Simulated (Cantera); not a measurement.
Cantera run:

```python
import numpy as np
import cantera as ct

gas_names = [...]  # 110 gases of nasa_gas.yaml made of C, H, O
cond_names = """
    C(gr) C6H6(L) C7H8(L) C8H18(L),n-octa H2O(s) H2O(L)
""".split()


# ... load() reads the species with a 1 bar reference pressure and builds the phases ...
atoms = {
    'C2H2': {'C': 2, 'H': 2},
    'H2O': {'H': 2, 'O': 1},
}
top_T = {'C(gr)': 4500}  # K; cautious upper limits of use, not melting points


# ... equilibrate(T, P, feed) seeds the gas with the atoms and calls Mixture.equilibrate('TP', solver="vcs", rtol=1e-11, max_steps=5000) ...
results = []
feed = {'C2H2': 1, 'H2O': 0.09}  # mol
P = 10000  # Pa
for T in [1898, 1973, 2048, 2123, 2198, 2273, 2348, 2423, 2498, 2573, 2648]:
    mix = equilibrate(T, P, feed)
    results.append((T, P, feed, dict(zip(mix.species_names, mix.species_moles))))

top = {s: max(r[3][s] / sum(r[3][g] for g in gas_names) for r in results) for s in gas_names}
cols = sorted((s for s in top if top[s] > 1e-06), key=lambda s: -top[s])[:7]
seen = [c for c in cond_names if any(r[3].get(c, 0) > 1e-12 for r in results)]
print("log10 of partial pressures in bar; condensed amounts in mol")
print(f"{'T/K':>10s}" + "".join(f"{s[:9]:>10s}" for s in cols + seen))
for T, P, feed, n in results:
    ng = sum(n[g] for g in gas_names)
    print(f"{T:10.4g}" + "".join(f"{np.log10(max(n[s] / ng * P / 1e5, 1e-99)):10.3f}" for s in cols)
          + "".join(f"{n.get(c, 0):10.4g}" for c in seen))
```

It prints:

```
log10 of partial pressures in bar; condensed amounts in mol
       T/K        H2         H        CO C2H2,acet       C2H      C4H2       CH4     C(gr)
      1898    -1.036    -3.625    -2.118    -4.460    -8.936    -8.284    -5.319     1.909
      1973    -1.037    -3.388    -2.119    -4.230    -8.350    -7.820    -5.414     1.909
      2048    -1.038    -3.169    -2.119    -4.017    -7.807    -7.391    -5.502     1.908
      2123    -1.040    -2.965    -2.120    -3.821    -7.303    -6.994    -5.585     1.906
      2198    -1.043    -2.776    -2.121    -3.639    -6.835    -6.626    -5.665     1.904
      2273    -1.048    -2.600    -2.123    -3.471    -6.398    -6.283    -5.741     1.902
      2348    -1.054    -2.435    -2.126    -3.316    -5.991    -5.965    -5.817     1.898
      2423    -1.062    -2.282    -2.129    -3.173    -5.611    -5.670    -5.892     1.894
      2498    -1.073    -2.140    -2.134    -3.043    -5.255    -5.396    -5.969     1.887
      2573    -1.088    -2.008    -2.140    -2.924    -4.923    -5.143    -6.049      1.88
      2648    -1.106    -1.886    -2.147    -2.817    -4.612    -4.909    -6.134      1.87
```

These are equilibrium values from Cantera (NASA tables, ideal gas, pure condensed phases), not measurements of a reactor.
